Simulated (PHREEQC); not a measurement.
Consider water at 25 °C with 1.7 mmol/kgw CuSO4 and 0.057 mmol/kgw H2SO4. Closed to the air; pH follows from the charge balance.

Model: ion-association model, phreeqc.dat, run in PHREEQC.

```csv
quantity,before,after
ionic strength (mol/kgw),0.00600,0.00317
SO4-2 (mol/kgw),0.00151,0.000798
Cu+2 (mol/kgw),0.00146,0.000772
CuSO4 (mol/kgw),0.000237,7.77e-5
HSO4- (mol/kgw),1.10e-5,3.29e-6
```

### Question
Which change was made?
A. CuSO4 from 0.0017 to 0.00017 mol/kgw
B. H2SO4 from 5.7e-05 to 8.55e-05 mol/kgw
C. H2SO4 from 5.7e-05 to 0.000114 mol/kgw
D. diluted 10-fold with water
E. diluted 2-fold with water

### Answer
E, diluted 2-fold with water

No solid was allowed to form.
